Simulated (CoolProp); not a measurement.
Vapour-liquid equilibrium of n-hexane (1) + ethylbenzene (2) at 371.7 K; x and y are mole fractions of (1).

The numbers come from the multi-fluid Helmholtz-energy mixture model, Thol 2019 and Zhou 2012; pair parameters Bell 2016 in CoolProp.

**Question.** Give the bubble pressure and the first vapour's composition at x = 0.15, 0.65, 0.95. Is there an azeotrope?

**Answer.** x = 0.15: 0.07179 MPa, y = 0.601; x = 0.65: 0.1711 MPa, y = 0.916; x = 0.95: 0.2272 MPa, y = 0.989. No azeotrope shows between x = 0.05 and 0.95.

The pair parameters rest on a limited set of measurements; away from them the model extrapolates.
